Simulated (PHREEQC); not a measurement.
0.01 mol of Cerargyrite (AgCl) is brought to equilibrium with 1 kg of water holding 0.003 mol NaCl, at 25 °C, the pH being set by adding NaOH or HCl. O2 is buffered at 0.21 atm. CO2 from the air is kept out. The run lets Cerargyrite, Ag2O precipitate or redissolve, and no other solid.

Computed with PHREEQC (ion-association model, wateq4f.dat).

Problem. Predict Ag(OH)2- (mol/kgw) at pH = 6.17, 9.08.

Solution. 
```tsv
pH	Ag(OH)2- (mol/kgw)
6.17	0
9.08	9.66e-14
```
